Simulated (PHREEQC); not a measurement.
Dissolve 0.054 mol/kgw K2CO3, 0.00046 mol/kgw K2SO4 and 0.0038 mol/kgw H3BO3 at 20 °C. Closed to the air; pH follows from the charge balance.

Model: ion-association model, phreeqc.dat, run in PHREEQC.

This is a speciation only: nothing precipitates in the calculation.

### Question
What pH does the model give?

### Answer
pH 11.04.

### Question
In which forms is B present?

### Answer
H2BO3- 99 %, H3BO3 1.3 % of the B.

Complexes and solids missing from the database can't appear.
